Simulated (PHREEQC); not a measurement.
A made-up water analysis in mg/L, 25 °C, pH 6.4, pe 9.3: Na 0.014; K 0.00734; Ca 0.0233; Mg 0.00699; Cl 0.00966; S(6) as SO4 0.0377; Alkalinity as HCO3 0.0965; Li 4.22e-06; Si as SiO2 0.000646; Ba 4.1e-05; Pb 0.00778.

Cl is adjusted to close the charge balance.
Valence states are taken as typed.

Equilibrium calculation in PHREEQC: ion-association model, wateq4f.dat.

```
quantity                   before     after
-----------------------  --------  --------
HCO3- (mol/kgw)           1.95e-6   1.68e-6
CO2 (mol/kgw)             1.74e-6   1.32e-6
PbOH+ (mol/kgw)           1.73e-9   1.73e-9
CO3-2 (mol/kgw)          2.32e-10  3.11e-10
SI of Pb(OH)2 (Pb(OH)2)     -2.80     -1.59
SI of Cerrusite (PbCO3)     -3.96     -4.26
```

Question: What was changed between the two runs?
A) temperature from 25 to 65 °C at the same typed pH
B) Alkalinity from 0.0965 to 0.0483 mg/L
C) pH from 6.4 to 6.9 at the same alkalinity

Answer: A, temperature from 25 to 65 °C at the same typed pH

Precipitation was switched off in this run. Constants without temperature data keep their 25 °C values here.
